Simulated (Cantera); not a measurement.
Charge: 1 mol SiH₂Cl₂, 0.081 mol CH₄, 880 mol H₂, at 1573 K and 11.0 mbar.

Method: chemical equilibrium by Gibbs-energy minimisation in Cantera with the NASA 1993 tables (ideal gas, pure condensed phases). Candidate condensed phases: C, C₆H₆, C₇H₈, C₈H₁₈, Si, SiC; 109 gas species. Mutual solubility and eutectic melting of coexisting phases are not modelled. Equilibrium is a limit: real reactors are often held back by kinetics, nucleation or transport.

Base state: H₂ 0.997, HCl 0.00223, H 0.000387, SiCl₂ 1.69e-5 (mole fractions); condensed: Si(s) + SiC(s).

Task: What changes in the equilibrium state with this change: temperature from 1573 K to 2448 K?

Result: 
| species | before | after |
|---|---|---|
| H₂ | 0.997 | 0.825 |
| H | 0.000387 | 0.172 |
| HCl | 0.00223 | 0.00180 |
| Si | 5.00e-6 | 0.00100 |
| C₂H₂ (acetylene) | 1.88e-9 | 3.94e-5 |
| SiCl₂ | 1.69e-5 | 2.09e-8 |
| Si(s), mol | 0.895 | 0 |
| SiC(s), mol | 0.0808 | 0 |
